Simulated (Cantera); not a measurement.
Mixture: 39.5 % H₂, 9.88 % O₂, 37.2 % N₂, 13.4 % H₂O, at 0.650 bar, adiabatic and at constant pressure. Ignition delay is the time to a rise of 400 K.

Detailed kinetics in Cantera: the H2/O2 subset of GRI-Mech 3.0, which has no nitrogen chemistry. Below about 950 K walls govern HO2 and H2O2 in real vessels.

**Question.** Predict: delay at 925 K; delay at 975 K; delay at 1025 K; delay at 1075 K; delay at 1125 K; delay at 1175 K; delay at 1225 K; apparent activation energy between 1125 and 1225 K.

**Answer.** delay at 925 K: 0.155 s
delay at 975 K: 14.6 ms
delay at 1025 K: 0.734 ms
delay at 1075 K: 0.282 ms
delay at 1125 K: 0.170 ms
delay at 1175 K: 0.118 ms
delay at 1225 K: 88.9 µs
apparent activation energy between 1125 and 1225 K: 74 kJ/mol
